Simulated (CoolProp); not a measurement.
R22 at several states: fugacity coefficient from the reference equation and from simpler models built on Tc = 369.3 K, pc = 49.90 bar, ω = 0.221; each cubic takes its own stable root.

The numbers come from the reference Helmholtz-energy equation of state, Kamei 1995 in CoolProp.

| T (K) | p (bar) | phase | reference |
|---|---|---|---|
| 440.4 | 57.7 | supercritical | 0.7969 |
| 438.1 | 6.21 | gas | 0.9767 |
| 306.3 | 3.05 | gas | 0.9604 |

How far does each simpler model (van der Waals, Redlich-Kwong, Soave-Redlich-Kwong, Peng-Robinson) lie from the reference over these 3 states: mean and median of the absolute difference, and the worst?


- van der Waals: mean 1.0 %, median 1.2 %, worst -1.6 % at 440.4 K and 57.7 bar
- Redlich-Kwong: mean 0.8 %, median 0.5 %, worst -1.9 % at 440.4 K and 57.7 bar
- Soave-Redlich-Kwong: mean 0.3 %, median 0.2 %, worst +0.8 % at 440.4 K and 57.7 bar
- Peng-Robinson: mean 1.0 %, median 0.4 %, worst -2.5 % at 440.4 K and 57.7 bar
